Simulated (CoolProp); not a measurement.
Saturation properties of CH2F2 (R32) (Tc = 78.1 °C, pc = 57.83 bar, ω = 0.277).

Model: reference Helmholtz-energy equation of state, Tillner-Roth 1997, in CoolProp.

```csv
T (°C),p (bar),liquid cp (kJ/(kg K)),liquid viscosity (µPa s)
-74.95,0.2628,1.563,429
-66.15,0.4559,1.570,372
-57.45,0.7472,1.579,326
-48.65,1.178,1.592,287
-39.95,1.778,1.608,255
-31.15,2.607,1.628,227
-22.45,3.695,1.653,202
-13.65,5.124,1.683,181
-4.95,6.917,1.720,162
3.85,9.182,1.767,145
12.55,11.93,1.824,130
21.25,15.26,1.898,117
30.05,19.30,1.998,105
38.75,24.04,2.138,93.6
47.55,29.68,2.355,83.1
```

It boils at -51.7 °C under 1 atm.

Viscosity comes from a separate model (Bell 2016), an estimate that may be off by 10 % or more.
